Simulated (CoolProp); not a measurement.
Vapour-liquid equilibrium of chloromethane (R40) (1) + isobutene (2) at -9.35 °C; x and y are mole fractions of (1).

Computed with CoolProp (multi-fluid Helmholtz-energy mixture model, Thol 2014 and Lemmon 2005; pair parameters Bell 2016).

| x | bubble pressure, mixture model (bar) | bubble pressure, Raoult's law (bar) | y, mixture model | y, Raoult's law |
|---|---|---|---|---|
| 0.05 | ? | 0.9693 | 0.117 | 0.095 |
| 0.15 | 1.130 | 1.061 | 0.293 | 0.260 |
| 0.25 | 1.244 | 1.152 | 0.423 | 0.399 |
| 0.35 | 1.344 | 1.244 | 0.527 | 0.517 |
| 0.45 | 1.434 | 1.336 | 0.614 | 0.620 |
| 0.55 | 1.517 | 1.427 | 0.692 | 0.709 |
| 0.65 | 1.595 | 1.519 | ? | 0.787 |
| 0.75 | 1.668 | 1.610 | 0.833 | 0.857 |
| 0.85 | 1.739 | 1.702 | ? | 0.919 |
| 0.95 | 1.806 | 1.794 | 0.967 | 0.974 |

### Question
Complete the blanks.

### Answer

- 0.05, bubble pressure, mixture model (bar): 0.9984
- 0.65, y, mixture model: 0.764
- 0.85, y, mixture model: 0.900

The largest gap from Raoult's law is +8.0 % in bubble pressure, at x = 0.35. No azeotrope shows between x = 0.05 and 0.95.

The pair parameters rest on a limited set of measurements; away from them the model extrapolates.
